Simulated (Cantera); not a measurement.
Input (Python, Cantera):

```python
import numpy as np
import cantera as ct

gas = ct.Solution("gri30.yaml")
gas.TPX = 1175, 2000, {'N2O': 1, 'O2': 0.14}
reactor = ct.IdealGasConstPressureReactor(gas, energy="off", clone=False)
net = ct.ReactorNet([reactor])
net.rtol, net.atol = 1e-08, 1e-18
show = ['N2O', 'O2', 'NO', 'O', 'NO2', 'N2']
times = np.geomspace(5e-05, 10, 15)

steps = ct.SolutionArray(gas, extra=["t"])
rows = []
print(f"{'t/s':>10s}{'T/K':>9s}{'P/Pa':>11s}" + "".join(f"{s:>11s}" for s in show))
for t in times:
    while net.time < t:
        t_next = net.step()
        steps.append(gas.state, t=t_next)
    rows.append([np.interp(t, steps.t, y) for y in (steps.T, steps.P, *steps(*show).X.T)])
    print(f"{t:10.3e}{rows[-1][0]:9.1f}{rows[-1][1]:11.4g}" + "".join(f"{x:11.3e}" for x in rows[-1][2:]))
rate = np.gradient(steps.T, steps.t)
print("integrator steps:", len(steps.t))
if steps.T.max() > steps.T[0] + 200:
    print(f"time of steepest temperature rise: {steps.t[rate.argmax()]:.4e} s")
gas.TPX = 1175, 2000, {'N2O': 1, 'O2': 0.14}
gas.equilibrate("TP")
print(f"equilibrium (TP): T = {gas.T:.1f} K  " + "  ".join(f"{s} {gas[s].X[0]:.3e}" for s in show))
```

It prints:

```
       t/s      T/K       P/Pa        N2O         O2         NO          O        NO2         N2
 5.000e-05   1175.0       2000  8.772e-01  1.228e-01  2.066e-09  1.558e-07  3.228e-18  1.766e-07
 1.196e-04   1175.0       2000  8.772e-01  1.228e-01  1.109e-08  3.403e-07  5.550e-17  4.515e-07
 2.859e-04   1175.0       2000  8.772e-01  1.228e-01  5.511e-08  6.633e-07  9.854e-16  1.216e-06
 6.838e-04   1175.0       2000  8.772e-01  1.228e-01  2.361e-07  1.037e-06  1.533e-14  3.405e-06
 1.635e-03   1175.0       2000  8.772e-01  1.228e-01  8.050e-07  1.215e-06  1.676e-13  9.286e-06
 3.910e-03   1175.0       2000  8.772e-01  1.228e-01  2.244e-06  1.230e-06  1.283e-12  2.372e-05
 9.351e-03   1175.0       2000  8.771e-01  1.228e-01  5.690e-06  1.230e-06  8.240e-12  5.828e-05
 2.236e-02   1175.0       2000  8.770e-01  1.229e-01  1.393e-05  1.230e-06  4.912e-11  1.409e-04
 5.347e-02   1175.0       2000  8.767e-01  1.229e-01  3.363e-05  1.230e-06  2.838e-10  3.384e-04
 1.279e-01   1175.0       2000  8.760e-01  1.231e-01  8.070e-05  1.230e-06  1.588e-09  8.104e-04
 3.058e-01   1175.0       2000  8.743e-01  1.236e-01  1.931e-04  1.230e-06  8.550e-09  1.937e-03
 7.312e-01   1175.0       2000  8.702e-01  1.247e-01  4.606e-04  1.230e-06  4.250e-08  4.620e-03
 1.749e+00   1175.0       2000  8.606e-01  1.273e-01  1.094e-03  1.230e-06  1.803e-07  1.097e-02
 4.182e+00   1175.0       2000  8.382e-01  1.334e-01  2.571e-03  1.230e-06  6.055e-07  2.579e-02
 1.000e+01   1175.0       2000  7.877e-01  1.471e-01  5.906e-03  1.229e-06  1.650e-06  5.925e-02
integrator steps: 477
equilibrium (TP): T = 1175.0 K  N2O 1.718e-09  O2 3.901e-01  NO 1.940e-04  O 6.491e-08  NO2 7.121e-07  N2 6.097e-01
```

Model: GRI-Mech 3.0 (53 species, 325 reactions), integrated in Cantera. GRI-Mech 3.0 was tuned for natural gas; its chemistry of N2O as a main component is partial and can be far from experiment. Radical loss at walls, strong at low pressure, is not modelled. The mechanism lacks the step 2 NO + O2 → 2 NO2, which can matter for NO2 below about 1400 K. The temperature is held fixed by assumption; the heat of reaction is taken as removed at once.
